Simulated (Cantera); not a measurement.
**Catalytic combustion on Pt**

An isothermal plug-flow reactor at 725 K and 0.670 bar (inlet), inlet velocity 0.24 m/s, active area per volume 540 1/m; feed 0.281 % CO, 10.1 % O2, 88.8 % N2, 0.776 % H2O.

Computed with Cantera and Deutschmann's 1995 Pt surface mechanism with GRI-Mech 3.0 gas chemistry. Catalytic surfaces can have several steady states; this one follows from the mechanism file's or the stated starting coverage. Mass transfer to the wall is taken as infinitely fast.

```tsv
z (m)	x CO	x O2	x H2O	x CO2	θ free Pt	θ O*	θ OH*
4.7e-05	0.00278	0.101	0.00776	3.38e-5	0.0192	0.979	0.00164
8.4e-05	0.00275	0.101	0.00776	5.99e-5	0.0191	0.979	0.00163
0.00015	0.00271	0.101	0.00776	0.000105	0.0190	0.979	0.00163
0.00027	0.00263	0.101	0.00776	0.000185	0.0188	0.979	0.00162
0.00047	0.00250	0.101	0.00776	0.000309	0.0185	0.979	0.00161
0.00084	0.00230	0.101	0.00776	0.000514	0.0180	0.980	0.00159
0.0015	0.00199	0.101	0.00776	0.000821	0.0174	0.981	0.00156
0.0027	0.00157	0.101	0.00776	0.00125	0.0166	0.982	0.00152
0.0047	0.00109	0.100	0.00776	0.00172	0.0158	0.983	0.00149
```
x: gas mole fraction; θ: surface coverage.
